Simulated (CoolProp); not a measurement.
Saturation properties of ethanol (Tc = 514.7 K, pc = 6268 kPa, ω = 0.644).

Model: reference Helmholtz-energy equation of state, Schroeder 2014, in CoolProp.

```tsv
T (K)	p (kPa)	liquid density (kg/m³)	vapour density (kg/m³)	surface tension (mN/m)
387.8	362.4	697.3	5.595	13.1
395.9	…	687.3	7.118	12.3
403.9	585.8	677.0	8.943	11.5
412	733.4	…	11.17	10.7
420	906.4	…	13.80	9.91
428	1109	641.8	16.94	9.11
436.1	1349	628.5	20.71	…
444.1	…	614.5	25.13	7.47
452.2	1941	…	30.42	6.65
460.2	…	583.5	36.64	5.82
468.3	…	566.2	44.15	4.98
```

Q: Fill in the missing entries.

A: 
- 395.9, p (kPa): 464.1
- 412, liquid density (kg/m³): 665.9
- 420, liquid density (kg/m³): 654.2
- 436.1, surface tension (mN/m): 8.29
- 444.1, p (kPa): 1623
- 452.2, liquid density (kg/m³): 599.4
- 460.2, p (kPa): 2299
- 468.3, p (kPa): 2709

It boils at 351.6 K under 1 atm.

Surface tension comes from a separate correlation (Mulero 2012).
